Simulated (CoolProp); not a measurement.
Vapour-liquid equilibrium of ethane (1) + n-perfluorobutane (2) at 228.3 K; x and y are mole fractions of (1).

Values from CoolProp's multi-fluid Helmholtz-energy mixture model, Bücker 2006 and Gao 2022; pair parameters Bell 2016.

Problem. Give the bubble pressure and the first vapour's composition at x = 0.45, 0.55, 0.85. Is there an azeotrope?

Solution. x = 0.45: 455.6 kPa, y = 0.977; x = 0.55: 484.2 kPa, y = 0.979; x = 0.85: 575.4 kPa, y = 0.988. No azeotrope shows between x = 0.05 and 0.95.

Pair parameters are fitted to limited data, so mixtures are less certain than the pure fluids. With so large a gap from Raoult's law the liquid may split in two, which this calculation doesn't test in full.
